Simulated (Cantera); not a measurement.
Feed: 1 mol Si, 3.3 mol HCl, 50 mol H2, equilibrated at 1573.15 K and 55.0 Pa.

These are equilibrium values from Cantera (NASA tables, ideal gas, pure condensed phases), not measurements of a reactor. Candidate condensed phases: Si; 19 gas species. The tables' values for SiCl, SiCl3 are old estimates; treat these amounts as uncertain. Kinetics and transport are ignored.

Base state: H2 0.944, HCl 0.0463, SiCl2 0.00769, H 0.00169, Si 0.000100, Cl 6.58e-5, SiCl 4.52e-5, SiCl3 1.37e-5 (mole fractions); condensed: Si(s).

Question: What changes in the equilibrium state with this change: temperature from 1573.15 K to 1300 K?

Answer: 
```csv
species,before,after
H2,0.944,0.945
HCl,0.0463,0.0484
SiCl2,0.00769,0.00661
H,0.00169,4.59e-5
Si,0.000100,7.87e-8
SiCl,4.52e-5,4.78e-7
Cl,6.58e-5,1.98e-6
SiCl3,1.37e-5,8.56e-5
"Si(s), mol",0.581,0.642
```
The tables' values for SiCl3 are old estimates; treat these amounts as uncertain.
